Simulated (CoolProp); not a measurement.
A single-stage vapour-compression cycle with R407C: evaporating at 210.15 K (dew point), condensing at 272.15 K (bubble point), superheat 2 K, subcooling 8 K, compressor efficiency 0.8, no pressure losses. Each further row changes one setting.

Model: reference Helmholtz-energy equation of state, Lemmon 2003, in CoolProp. It is a pseudo-pure fit of the blend.

```csv
case,cooling COP,pressure ratio,discharge temperature (K),refrigerating effect (kJ/kg),volumetric capacity (kJ/m³)
as stated,1.91,24.1,343.7,188,213
evaporating temperature 215.15 K,2.17,17.5,336.2,191,291
condensing temperature 267.15 K,2.11,20.4,336.2,195,221
subcooling 13 K,1.98,24.1,343.7,195,221
superheat 12 K,1.90,24.1,355.8,195,210
compressor efficiency 0.7,1.67,24.1,358.4,188,213
```
